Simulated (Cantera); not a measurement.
Input: 1 mol Mg(OH)2, 4 mol H2, equilibrated at 0.830 bar.

These are equilibrium values from Cantera (NASA tables, ideal gas, pure condensed phases), not measurements of a reactor. Candidate condensed phases: H2O, Mg, MgO, Mg(OH)2; 15 gas species. The tables' values for MgH are old estimates; treat these amounts as uncertain. Rates play no part.

log p: log10 of the partial pressure in bar; n: condensed amount in mol.

```json
[
 {"T (K)": "1023", "log p H2": "-0.18", "log p H2O": "-0.78", "log p H": "-8.47", "log p Mg": "<-12", "log p OH": "-11.65", "log p MgOH": "<-12", "log p Mg(OH)2": "-11.91", "n MgO(s)": "1.00"},
 {"T (K)": "1223", "log p H2": "-0.18", "log p H2O": "-0.78", "log p H": "-6.61", "log p Mg": "<-12", "log p OH": "-9.26", "log p MgOH": "<-12", "log p Mg(OH)2": "-9.65", "n MgO(s)": "1.00"},
 {"T (K)": "1423", "log p H2": "-0.18", "log p H2O": "-0.78", "log p H": "-5.27", "log p Mg": "-9.31", "log p OH": "-7.53", "log p MgOH": "-9.54", "log p Mg(OH)2": "-8.03", "n MgO(s)": "1.00"},
 {"T (K)": "1623", "log p H2": "-0.18", "log p H2O": "-0.78", "log p H": "?", "log p Mg": "?", "log p OH": "?", "log p MgOH": "?", "log p Mg(OH)2": "?", "n MgO(s)": "1.000"},
 {"T (K)": "1823", "log p H2": "-0.18", "log p H2O": "-0.78", "log p H": "?", "log p Mg": "?", "log p OH": "?", "log p MgOH": "?", "log p Mg(OH)2": "?", "n MgO(s)": "1.000"},
 {"T (K)": "2023", "log p H2": "-0.18", "log p H2O": "-0.78", "log p H": "-2.81", "log p Mg": "-4.08", "log p OH": "-4.39", "log p MgOH": "-4.98", "log p Mg(OH)2": "-5.11", "n MgO(s)": "0.999"},
 {"T (K)": "2223", "log p H2": "-0.18", "log p H2O": "-0.78", "log p H": "-2.28", "log p Mg": "-2.98", "log p OH": "-3.72", "log p MgOH": "-4.02", "log p Mg(OH)2": "-4.49", "n MgO(s)": "0.993"}
]
```

Task: What belongs in the gaps?

Result: 
- 1623, log p H: -4.25
- 1623, log p Mg: -7.12
- 1623, log p OH: -6.23
- 1623, log p MgOH: -7.64
- 1623, log p Mg(OH)2: -6.81
- 1823, log p H: -3.45
- 1823, log p Mg: -5.43
- 1823, log p OH: -5.21
- 1823, log p MgOH: -6.16
- 1823, log p Mg(OH)2: -5.86
